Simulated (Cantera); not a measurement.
# Nitride etching: Si3N4 + Cl2 + N2

Input: 1 mol Si3N4, a varied amount of Cl2, 24 mol N2, at 1473 K and 0.100 bar.

Cantera equilibrium calculation (NASA polynomials, part measured and part estimated; ideal gas, pure solids and liquids). Candidate condensed phases: Si, Si3N4; 13 gas species. The tables' values for SiCl3 are old estimates; treat these amounts as uncertain. Rates play no part.

| n(Cl2) (mol) | x N2 | x Cl2 | x SiCl4 | x Cl | x SiCl3 | x SiCl2 | n Si3N4(s) |
|---|---|---|---|---|---|---|---|
| 2.5 | 0.944 | 3.95e-8 | 0.0329 | 3.05e-5 | 0.0109 | 0.0123 | 0.505 |
| 4.7 | 0.905 | 5.30e-8 | 0.0609 | 3.54e-5 | 0.0174 | 0.0169 | 0.0950 |
| 6.8 | 0.864 | 0.0167 | 0.0996 | 0.0198 | 5.06e-5 | 8.80e-8 | 0 |
| 8.9 | 0.799 | 0.0689 | 0.0921 | 0.0403 | 2.30e-5 | 1.97e-8 | 0 |
| 11 | 0.745 | 0.117 | 0.0859 | 0.0525 | 1.65e-5 | 1.08e-8 | 0 |
| 13 | 0.700 | 0.158 | 0.0808 | 0.0610 | 1.33e-5 | 7.54e-9 | 0 |
| 15 | 0.661 | 0.195 | 0.0763 | 0.0678 | 1.13e-5 | 5.77e-9 | 0 |
| 17 | 0.626 | 0.228 | 0.0722 | 0.0734 | 9.93e-6 | 4.67e-9 | 0 |
| 20 | 0.580 | 0.272 | 0.0670 | 0.0801 | 8.42e-6 | 3.62e-9 | 0 |
x: gas mole fraction; n: condensed amount in mol.

From 2.5 mol Cl2 to 4.7 mol Cl2 the condensed part is Si3N4(s). From 6.8 mol Cl2 to 20 mol Cl2 nothing is condensed. The main Si-bearing gas is SiCl4 throughout.
